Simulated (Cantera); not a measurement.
**Premixed flame**

A freely propagating, adiabatic, planar premixed flame of 41.6 % H₂, 12.2 % O₂, 46.2 % N₂, equivalence ratio 1.7, unburnt at 600 K and 6.90 bar; mixture-averaged transport, grid criteria slope 0.08 and curve 0.16, no radiation.

Cantera simulation using the H2/O2 subset of GRI-Mech 3.0, which has no nitrogen chemistry; the numbers are that mechanism's predictions, not measurements. The hydrogen kinetics of GRI-Mech 3.0 are dated; newer H2 mechanisms differ, most at raised pressure. Burning velocities carry a grid error of a few per cent, more on coarse grids.

```tsv
z (mm)	T (K)	u (m/s)	x H₂	x O₂	x O	x OH	x H	x H₂O
-0.112	600	9.15	0.416	0.122	<1e-8	<1e-8	<1e-8	<1e-8
-0.0748	600	9.15	0.416	0.122	<1e-8	<1e-8	<1e-8	1.65e-8
-0.0561	600	9.15	0.416	0.122	<1e-8	<1e-8	<1e-8	1.86e-7
-0.0374	601	9.15	0.415	0.122	3.06e-8	<1e-8	<1e-8	5.51e-6
-0.0187	648	9.73	0.405	0.123	1.19e-5	6.03e-5	0.000100	0.00178
-0.00935	933	13.6	0.367	0.116	0.000313	0.00108	0.00418	0.0275
0	1374	19.4	0.291	0.0839	0.00210	0.00265	0.0228	0.0998
0.00935	1697	23.7	0.219	0.0394	0.00337	0.00535	0.0443	0.185
0.0187	1867	25.9	0.184	0.0148	0.00277	0.00697	0.0526	0.232
0.0374	2018	27.8	0.171	0.00278	0.00174	0.00769	0.0484	0.257
0.0748	2143	29.2	0.175	0.000737	0.00101	0.00689	0.0359	0.264
0.150	2246	30.4	0.181	0.000331	0.000485	0.00530	0.0239	0.269
0.299	2321	31.2	0.185	0.000135	0.000197	0.00362	0.0148	0.273
```
x: mole fraction of selected species; z is measured from the peak of heat release.

The laminar burning velocity comes out as 915 cm/s, the thermal thickness is 0.0374 mm and the peak x(O) is 0.00337. The peak x(OH) comes out as 0.00769. The peak x(H) is 0.0529. The grid points is 111.
